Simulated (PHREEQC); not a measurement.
A PHREEQC speciation (ion-association model, phreeqc.dat) at 25 °C gives pH 3.43 and these molalities:

| species | mol/kgw |
|---|---|
| Na+ | 0.248 |
| SO4-2 | 0.108 |
| NaSO4- | 0.0319 |
| HSO4- | 0.00126 |
| ZnSO4 | 0.000670 |
| Zn(SO4)2-2 | 0.000523 |
| Zn+2 | 0.000508 |
| H+ | 0.000483 |

Q: What are the element totals, and what could have been dissolved in 1 kg of water to give them?

A: One answer among several that fit: totals Na 0.280, S(6) 0.143, Zn 0.00170 mol/kgw, from 0.0017 mol/kgw ZnSO4, 0.14 mol/kgw Na2SO4 and 0.00087 mol/kgw H2SO4.

This is a speciation only: nothing precipitates in the calculation. Complexes and solids missing from the database can't appear.
